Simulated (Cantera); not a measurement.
An isothermal, constant-pressure homogeneous reactor starts with 6.89 % H₂, 93.1 % O₂, equivalence ratio 0.037, at 1050 K and 0.900 Torr.

Model: GRI-Mech 3.0 (53 species, 325 reactions), integrated in Cantera. Radical loss at walls, strong at low pressure, is not modelled. The temperature is held fixed by assumption; the heat of reaction is taken as removed at once.

One state of this run: x H₂ = 2.74e-6; x O₂ = 0.929; x H₂O₂ = 4.34e-9; x HO₂ = 3.58e-8; x H = 1.34e-6. x: mole fraction; the columns are a selection and need not sum to one.

Question: Which value of t (s) does it belong to?
A. 0.000810
B. 0.0447
C. 50.0
D. 2.47

Answer: C, 50.0
